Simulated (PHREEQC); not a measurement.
Synthetic water in mmol/kgw, 50 °C, pH 3.3, pe 8.7:

```csv
constituent,mmol/kgw
Na,69.7
K,1.27
Ca,1.94
Mg,3.56
Cl,15
S(6),36.1
Ni,0.0765
Al,0.711
Sr,0.0264
```

Valence states are taken as typed.

Model: ion-association model, wateq4f.dat, run in PHREEQC.

This is a speciation only: nothing precipitates in the calculation.

Problem. What ionic strength does the model give?

Solution. ionic strength 0.104 mol/kgw.

Problem. In which forms is K present?

Solution. K+ 91 %, KSO4- 8.9 % of the K.

Complexes and solids missing from the database can't appear. Away from 25 °C the constants follow the database's enthalpies or fits; those with neither stay at their 25 °C values.
